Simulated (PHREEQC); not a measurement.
Synthetic water in mg/kgw, 40 °C, pH 1.93, pe 11.9:

| constituent | mg/kgw |
|---|---|
| Na | 81.3 |
| K | 54.8 |
| Ca | 24.3 |
| Mg | 10.5 |
| Cl | 75.7 |
| S(6) as SO4 | 1370 |
| Li | 0.0842 |
| Si as SiO2 | 5.06 |
| Cu(2) | 0.0515 |

Valence states are taken as typed.

All values are PHREEQC results (ion-association model, phreeqc.dat), not measurements.

```
Property                       Value
--------------------  --------------
ionic strength        0.0289 mol/kgw
specific conductance      7970 µS/cm
total alkalinity        -20.4 meq/kg
charge-balance error          -7.6 %
```

```csv
species,molality,activity,log γ
H+,0.0135,0.0118,-0.059
HSO4-,0.00690,0.00585,-0.072
SO4-2,0.00690,0.00363,-0.279
Na+,0.00347,0.00295,-0.070
Cl-,0.00214,0.00180,-0.073
K+,0.00136,0.00114,-0.074
Ca+2,0.000426,0.000227,-0.273
Mg+2,0.000260,0.000141,-0.266
MgSO4,0.000172,0.000173,0.003
CaSO4,0.000162,0.000163,0.003
H4SiO4,8.42e-5,8.48e-5,0.003
NaSO4-,6.87e-5,5.87e-5,-0.068
KSO4-,4.38e-5,3.74e-5,-0.068
```

No solid was allowed to form. Constants without temperature data keep their 25 °C values here.
